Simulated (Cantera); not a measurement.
Feed: 1 mol Si, a varied amount of HBr, equilibrated at 525 K and 1.00 bar.

These are equilibrium values from Cantera (NASA tables, ideal gas, pure condensed phases), not measurements of a reactor. Candidate condensed phases: Br2, Si; 19 gas species. Kinetics and transport are ignored.

### Question
Which condensed phases are stable at each of these points (n(HBr) (mol)): 3.7, 5.5, 7.3, 9.1, 11, 13, 14, 16, 18, 20, 22, 23, 25?

### Answer
| n(HBr) (mol) | condensed phases | Si condensed (%) |
|---|---|---|
| 3.7 | Si(s) | 6.2 |
| 5.5 | gas only | 0.0 |
| 7.3 | gas only | 0.0 |
| 9.1 | gas only | 0.0 |
| 11 | gas only | 0.0 |
| 13 | gas only | 0.0 |
| 14 | gas only | 0.0 |
| 16 | gas only | 0.0 |
| 18 | gas only | 0.0 |
| 20 | gas only | 0.0 |
| 22 | gas only | 0.0 |
| 23 | gas only | 0.0 |
| 25 | gas only | 0.0 |

At 3.7 mol HBr the condensed part is Si(s). From 5.5 mol HBr to 25 mol HBr nothing is condensed.
